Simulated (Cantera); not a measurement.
Charge: 1 mol TEOS, 3.2 mol N2O, 8 mol H2, at 1.00 bar.

Method: chemical equilibrium by Gibbs-energy minimisation in Cantera with the NASA 1993 tables (ideal gas, pure condensed phases). Candidate condensed phases: C, C6H6, C7H8, C8H18, H2O, Si, SiC, SiO2, Si2N2O, Si3N4; 151 gas species. The feed counts by its element totals alone. Rates play no part. All values below are at 925 K.

Base state: H2 0.575, N2 0.144, CO 0.0960, H2O 0.0821, CH4 0.0751, CO2 0.0277, NH3 0.000164 (mole fractions); condensed: C(graphite) + SiO2(β-quartz).

What changes in the equilibrium state with this change: N2O from 3.2 to 23 mol?


| species | before | after |
|---|---|---|
| N2 | 0.144 | 0.470 |
| H2O | 0.0821 | 0.223 |
| H2 | 0.575 | 0.144 |
| CH4 | 0.0751 | 0.000176 |
| CO2 | 0.0277 | 0.124 |
| CO | 0.0960 | 0.0394 |
| NH3 | 0.000164 | 3.71e-5 |
| C(graphite), mol | 3.57 | 0 |
| SiO2(β-quartz), mol | 1.00 | 1.00 |
